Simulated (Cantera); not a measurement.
Cantera run, input and output.

```python
import numpy as np
import cantera as ct

gas = ct.Solution("gri30.yaml")
gas.TPX = 1373, 180000, {'CO': 0.0011, 'O2': 0.062, 'H2O': 0.0013, 'N2': 1}
reactor = ct.IdealGasConstPressureReactor(gas, energy="off", clone=False)
net = ct.ReactorNet([reactor])
net.rtol, net.atol = 1e-08, 1e-18
show = ['CO', 'O2', 'H2O', 'NO2', 'H', 'H2', 'CO2']
times = np.geomspace(6e-05, 20, 14)

steps = ct.SolutionArray(gas, extra=["t"])
rows = []
print(f"{'t/s':>10s}{'T/K':>9s}{'P/Pa':>11s}" + "".join(f"{s:>11s}" for s in show))
for t in times:
    while net.time < t:
        t_next = net.step()
        steps.append(gas.state, t=t_next)
    rows.append([np.interp(t, steps.t, y) for y in (steps.T, steps.P, *steps(*show).X.T)])
    print(f"{t:10.3e}{rows[-1][0]:9.1f}{rows[-1][1]:11.4g}" + "".join(f"{x:11.3e}" for x in rows[-1][2:]))
rate = np.gradient(steps.T, steps.t)
print("integrator steps:", len(steps.t))
if steps.T.max() > steps.T[0] + 200:
    print(f"time of steepest temperature rise: {steps.t[rate.argmax()]:.4e} s")
gas.TPX = 1373, 180000, {'CO': 0.0011, 'O2': 0.062, 'H2O': 0.0013, 'N2': 1}
gas.equilibrate("TP")
print(f"equilibrium (TP): T = {gas.T:.1f} K  " + "  ".join(f"{s} {gas[s].X[0]:.3e}" for s in show))
```

Output:

```
       t/s      T/K       P/Pa         CO         O2        H2O        NO2          H         H2        CO2
 6.000e-05   1373.0    1.8e+05  1.033e-03  5.825e-02  1.221e-03  3.140e-22  4.487e-12  1.237e-13  3.558e-09
 1.596e-04   1373.0    1.8e+05  1.033e-03  5.825e-02  1.221e-03  7.275e-21  2.302e-11  1.578e-12  9.934e-09
 4.244e-04   1373.0    1.8e+05  1.033e-03  5.825e-02  1.221e-03  2.355e-19  1.409e-10  2.396e-11  3.371e-08
 1.129e-03   1373.0    1.8e+05  1.033e-03  5.825e-02  1.221e-03  2.858e-17  1.416e-09  5.171e-10  2.537e-07
 3.003e-03   1373.0    1.8e+05  1.013e-03  5.823e-02  1.217e-03  1.934e-13  1.285e-07  6.966e-08  1.997e-05
 7.986e-03   1373.0    1.8e+05  4.754e-04  5.795e-02  1.204e-03  4.028e-10  8.951e-07  8.136e-07  5.583e-04
 2.124e-02   1373.0    1.8e+05  1.036e-04  5.780e-02  1.213e-03  2.204e-09  1.132e-07  1.808e-07  9.303e-04
 5.649e-02   1373.0    1.8e+05  1.472e-05  5.776e-02  1.218e-03  3.052e-09  9.415e-09  3.059e-08  1.019e-03
 1.503e-01   1373.0    1.8e+05  1.407e-06  5.776e-02  1.220e-03  2.021e-09  8.076e-10  5.496e-09  1.033e-03
 3.997e-01   1373.0    1.8e+05  6.415e-08  5.776e-02  1.221e-03  1.199e-09  1.356e-10  1.581e-09  1.034e-03
 1.063e+00   1373.0    1.8e+05  2.168e-09  5.776e-02  1.221e-03  1.056e-09  8.433e-11  1.133e-09  1.034e-03
 2.827e+00   1373.0    1.8e+05  1.969e-09  5.776e-02  1.221e-03  1.065e-09  8.397e-11  1.129e-09  1.034e-03
 7.520e+00   1373.0    1.8e+05  1.969e-09  5.776e-02  1.221e-03  1.093e-09  8.397e-11  1.129e-09  1.034e-03
 2.000e+01   1373.0    1.8e+05  1.969e-09  5.776e-02  1.221e-03  1.168e-09  8.397e-11  1.129e-09  1.034e-03
integrator steps: 1139
equilibrium (TP): T = 1373.0 K  CO 1.972e-09  O2 5.758e-02  H2O 1.221e-03  NO2 2.044e-06  H 8.405e-11  H2 1.131e-09  CO2 1.034e-03
```

Model: GRI-Mech 3.0 (53 species, 325 reactions), integrated in Cantera.
